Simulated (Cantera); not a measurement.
An adiabatic, constant-volume homogeneous reactor starts with 12.1 % CH₄, 15.2 % O₂, 72.7 % N₂, equivalence ratio 1.6, at 1050 K and 2.20 bar.

Detailed kinetics in Cantera: GRI-Mech 3.0 (53 species, 325 reactions).

One state of this run: T (K) = 2546; P (bar) = 5.84; x CH₄ = 2.74e-11; x O₂ = 3.00e-5; x C₂H₂ = <1e-12; x CH₂ = 1.70e-12; x H₂ = 0.0790. x: mole fraction; the columns are a selection and need not sum to one.

Q: Which value of t (s) does it belong to?
A) 0.600
B) 5.78e-5
C) 4.64e-6
D) 0.00167

A: A, 0.600
